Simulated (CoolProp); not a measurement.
R124 along the isobar 1.63 MPa: Z from the reference equation and from simpler models built on Tc = 395.4 K, pc = 3.624 MPa, ω = 0.288; each cubic takes its own stable root.

The numbers come from the reference Helmholtz-energy equation of state, de Vries 1995 in CoolProp.

```csv
T (K),phase,reference,Redlich-Kwong,Soave-Redlich-Kwong
144.1,liquid,0.1036,0.1178,0.1165
164.8,liquid,0.09340,0.1056,0.1039
185.5,liquid,0.08561,0.09645,0.09447
206.2,liquid,0.07957,0.08951,0.08724
226.8,liquid,0.07488,0.08429,0.08174
247.5,liquid,0.07122,0.08041,0.07757
268.2,liquid,0.06845,0.07774,0.07460
288.8,liquid,0.06650,0.07624,0.07279
309.5,liquid,0.06539,0.07605,0.07222
330.2,liquid,0.06529,0.07768,0.07333
350.8,liquid,0.06682,0.7284,0.07741
371.5,gas,0.7658,0.7835,0.7743
392.2,gas,0.8173,0.8225,0.8215
412.9,gas,0.8531,0.8517,0.8561
433.5,gas,0.8795,0.8745,0.8825
```

At some of these states Redlich-Kwong gives the other phase, because its saturation line lies elsewhere.
